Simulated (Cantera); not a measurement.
# Silicon nitride deposition: Si₂Cl₆ + NH₃ + H₂

Feed: 1 mol Si₂Cl₆, 2 mol NH₃, 18 mol H₂, equilibrated at 1.00 Torr.

Equilibrium computed with Cantera from the NASA thermochemical tables; the gas is ideal and each condensed phase is pure. Candidate condensed phases: NH₄Cl, Si, Si₃N₄; 28 gas species. The feed counts by its element totals alone. The tables' values for SiCl, SiCl₃, SiN are old estimates; treat these amounts as uncertain. Gases not in the tables: Si₂H₆ and higher silanes. The numbers say what is thermodynamically allowed, not how fast it happens.

```tsv
T (K)	log p H₂	log p HCl	log p SiCl₂	log p H	log p N₂	log p Si	n Si₃N₄(s)	n Si(s)	n Si(l)
1275	-2.98	-3.59	-4.56	-7.62	-5.42	-11.49	0.466	0	0
1375	-2.98	-3.65	-4.31	-6.96	-4.80	-9.85	0.357	0	0
1475	-2.98	-3.77	-4.12	-6.38	-4.47	-8.29	0.189	0	0
1575	-2.98	-3.80	-4.10	-5.87	-4.27	-7.24	0	0.478	0
1675	-2.98	-3.81	-4.09	-5.43	-4.27	-6.36	0	0.438	0
1775	-2.99	-3.80	-4.11	-5.03	-4.28	-5.66	0	0	0.453
1875	-3.00	-3.79	-4.14	-4.68	-4.28	-5.04	0	0	0.367
1975	-3.01	-3.78	-4.19	-4.37	-4.29	-4.52	0	0	0
2075	-3.05	-3.72	-4.37	-4.10	-4.31	-4.32	0	0	0
```
log p: log10 of the partial pressure in bar; n: condensed amount in mol.

From 1275 K to 1475 K the condensed part is Si₃N₄(s). From 1575 K to 1675 K the condensed part is Si(s). From 1775 K to 1875 K the condensed part is Si(l). From 1975 K to 2075 K nothing is condensed. The main Si-bearing gas is SiCl₂ at 1275 K and Si at 2075 K.
